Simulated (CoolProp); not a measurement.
Computed with CoolProp (reference Helmholtz-energy equation of state, de Reuck 1993).

For methanol, give the phase and the density (kg/m³), Joule-Thomson coefficient (K/MPa), conductivity (mW/(m K)), Prandtl number at 564.7 K and 44200 kPa; 564.7 K and 56900 kPa.


- 564.7 K and 44200 kPa: supercritical; density 541, Joule-Thomson coefficient 0.262, conductivity 174, Prandtl number 2.10
- 564.7 K and 56900 kPa: supercritical; density 576, Joule-Thomson coefficient 0.115, conductivity 179, Prandtl number 2.19

Viscosity comes from a separate model (Xiang 2006). Thermal conductivity comes from a separate model (Sykioti 2013).
